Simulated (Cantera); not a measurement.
Charge: 1 mol Si3N4, 0.0015 mol H2O, a varied amount of H2, at 902 °C and 2.55 Torr.

Equilibrium computed with Cantera from the NASA thermochemical tables; the gas is ideal and each condensed phase is pure. Candidate condensed phases: H2O, Si, SiO2, Si2N2O, Si3N4; 35 gas species. Mutual solubility and eutectic melting of coexisting phases are not modelled. Rates play no part.

x: gas mole fraction; n: condensed amount in mol.

```json
[
 {"n(H2) (mol)": "13", "x H2": "1.000", "x N2": "3.85e-5", "x H": "2.10e-6", "x SiO": "4.63e-9", "x SiH2": "1.52e-9", "n Si2N2O(s)": "0.00150", "n Si3N4(s)": "0.999", "n Si(s)": "0"},
 {"n(H2) (mol)": "20", "x H2": "1.000", "x N2": "[?]", "x H": "2.10e-6", "x SiO": "[?]", "x SiH2": "[?]", "n Si2N2O(s)": "0.00150", "n Si3N4(s)": "0.999", "n Si(s)": "0"},
 {"n(H2) (mol)": "31", "x H2": "1.000", "x N2": "1.61e-5", "x H": "2.10e-6", "x SiO": "6.18e-9", "x SiH2": "2.71e-9", "n Si2N2O(s)": "0.00150", "n Si3N4(s)": "0.999", "n Si(s)": "0"},
 {"n(H2) (mol)": "49", "x H2": "1.000", "x N2": "1.02e-5", "x H": "2.10e-6", "x SiO": "7.20e-9", "x SiH2": "3.67e-9", "n Si2N2O(s)": "0.00150", "n Si3N4(s)": "0.999", "n Si(s)": "0"},
 {"n(H2) (mol)": "76", "x H2": "1.000", "x N2": "[?]", "x H": "2.10e-6", "x SiO": "[?]", "x SiH2": "[?]", "n Si2N2O(s)": "0.00150", "n Si3N4(s)": "0.999", "n Si(s)": "0"},
 {"n(H2) (mol)": "120", "x H2": "1.000", "x N2": "4.18e-6", "x H": "2.10e-6", "x SiO": "9.70e-9", "x SiH2": "6.66e-9", "n Si2N2O(s)": "0.00150", "n Si3N4(s)": "0.999", "n Si(s)": "0"},
 {"n(H2) (mol)": "180", "x H2": "1.000", "x N2": "3.80e-6", "x H": "2.10e-6", "x SiO": "1.00e-8", "x SiH2": "7.10e-9", "n Si2N2O(s)": "0.00150", "n Si3N4(s)": "0.999", "n Si(s)": "0"},
 {"n(H2) (mol)": "290", "x H2": "1.000", "x N2": "3.80e-6", "x H": "2.10e-6", "x SiO": "1.00e-8", "x SiH2": "7.10e-9", "n Si2N2O(s)": "0.00150", "n Si3N4(s)": "0.999", "n Si(s)": "0.000897"},
 {"n(H2) (mol)": "450", "x H2": "1.000", "x N2": "3.80e-6", "x H": "2.10e-6", "x SiO": "1.00e-8", "x SiH2": "7.10e-9", "n Si2N2O(s)": "0.00150", "n Si3N4(s)": "0.998", "n Si(s)": "0.00181"},
 {"n(H2) (mol)": "700", "x H2": "1.000", "x N2": "3.80e-6", "x H": "2.10e-6", "x SiO": "1.00e-8", "x SiH2": "7.10e-9", "n Si2N2O(s)": "0.00149", "n Si3N4(s)": "0.998", "n Si(s)": "0.00323"}
]
```

Task: Some entries are withheld; supply them.

Result: 
- 20, x N2: 2.50e-5
- 20, x SiO: 5.34e-9
- 20, x SiH2: 2.02e-9
- 76, x N2: 6.59e-6
- 76, x SiO: 8.33e-9
- 76, x SiH2: 4.92e-9
